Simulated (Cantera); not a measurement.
An adiabatic, constant-volume homogeneous reactor starts with C3H8 : O2 : N2 = 1 : 8.06 : 80.6 (molar parts), equivalence ratio 0.62, at 1750 K and 5.92 atm. Integrator tolerance rtol = 1e-08.

Model: GRI-Mech 3.0 (53 species, 325 reactions), integrated in Cantera. GRI-Mech 3.0 was tuned for natural gas; its chemistry of propane as a main component is partial and can be far from experiment.

Problem. What does this change do: C3H8 1 to 1.3 parts?

Solution. 
| quantity | before | after |
|---|---|---|
| time of steepest temperature rise | 5.86 µs | 6.15 µs |
| temperature at 6.00 s | 2459 K | 2610 K |
| equilibrium temperature | 2459 K | 2610 K |
| x(C3H8) at 6.00 s | <1e-12 (gas-phase equilibrium <1e-12) | <1e-12 (gas-phase equilibrium <1e-12) |
| x(O2) at 6.00 s | 0.0295 (gas-phase equilibrium 0.0295) | 0.0154 (gas-phase equilibrium 0.0154) |
| x(N2O) at 6.00 s | 1.46e-6 (gas-phase equilibrium 1.46e-6) | 1.40e-6 (gas-phase equilibrium 1.40e-6) |
| x(C2H4) at 6.00 s | <1e-12 (gas-phase equilibrium <1e-12) | <1e-12 (gas-phase equilibrium <1e-12) |
| x(OH) at 6.00 s | 0.00296 (gas-phase equilibrium 0.00296) | 0.00438 (gas-phase equilibrium 0.00438) |
| x(C2H2) at 6.00 s | <1e-12 (gas-phase equilibrium <1e-12) | <1e-12 (gas-phase equilibrium <1e-12) |

Problem. What does this change do: initial temperature 1750 to 1298 K?

Solution. 
```csv
quantity,before,after
time of steepest temperature rise,5.86 µs,0.667 ms
temperature at 6.00 s,2459 K,2080 K
equilibrium temperature,2459 K,2080 K
x(C3H8) at 6.00 s,<1e-12 (gas-phase equilibrium <1e-12),<1e-12 (gas-phase equilibrium <1e-12)
x(O2) at 6.00 s,0.0295 (gas-phase equilibrium 0.0295),0.0317 (gas-phase equilibrium 0.0317)
x(N2O) at 6.00 s,1.46e-6 (gas-phase equilibrium 1.46e-6),7.24e-7 (gas-phase equilibrium 7.24e-7)
x(C2H4) at 6.00 s,<1e-12 (gas-phase equilibrium <1e-12),<1e-12 (gas-phase equilibrium <1e-12)
x(OH) at 6.00 s,0.00296 (gas-phase equilibrium 0.00296),0.000698 (gas-phase equilibrium 0.000698)
x(C2H2) at 6.00 s,<1e-12 (gas-phase equilibrium <1e-12),<1e-12 (gas-phase equilibrium <1e-12)
```
